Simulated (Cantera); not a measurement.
A diamond (100) surface in a fixed gas of H2 with x(CH4) = 0.026, x(CH3) = 3.6e-05, at 1398 K, 0.0227 atm; coverages are run to steady state.

Computed with Cantera and the Harris–Goodwin 1993 mechanism for the reconstructed diamond (100) surface.

One state of this run: growth (µm/h) = 0.00275; θ c6HH = 0.558; θ c6H* = 0.0423; θ c6*H = 0.389; θ c6** = 0.0106. θ: site fractions in the mechanism's names (c6HH fully hydrogenated, c6H* and c6*H radical sites, c6** diradical, c6HM methylated).

Q: Which value of x(H) does it belong to?
A) 0.067
B) 0.026
C) 0.00064
D) 0.00025

A: D, 0.00025
